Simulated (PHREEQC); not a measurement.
A made-up water analysis in mg/L, 20 °C, pH 5.57, pe 10.8:

```tsv
constituent	mg/L
Na	0.0142
K	0.000243
Ca	0.0195
Mg	0.00154
Cl	0.000983
S(6) as SO4	0.0255
Alkalinity as HCO3	0.0718
N(5) as NO3	3.92e-05
Pb	4.56e-05
```

Valence states are taken as typed.

Computed with PHREEQC (ion-association model, phreeqc.dat).

No solid was allowed to form.

Problem. What ionic strength, charge-balance error does the model give?

Solution. ionic strength 5.24e-6 mol/kgw; charge-balance error -0.1 %.

Problem. In which forms is C present?

Solution. CO2 87 %, HCO3- 13 % of the C.

Species that the database lacks are ignored.
